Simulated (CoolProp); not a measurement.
Vapour-liquid equilibrium of ethane (1) + C2F6 (R116) (2) at 238 K; x and y are mole fractions of (1).

The numbers come from the multi-fluid Helmholtz-energy mixture model, Bücker 2006 and Lemmon 2006; pair parameters Bell 2016 in CoolProp.

Task: Give the bubble pressure and the first vapour's composition at x = 0.05, 0.5, 0.8. Is there an azeotrope?

Result: x = 0.05: 0.7120 MPa, y = 0.126; x = 0.5: 1.081 MPa, y = 0.598; x = 0.8: 1.086 MPa, y = 0.737. y crosses x between x = 0.65 and 0.8: the model has an azeotrope there.

Pair parameters are fitted to limited data, so mixtures are less certain than the pure fluids.
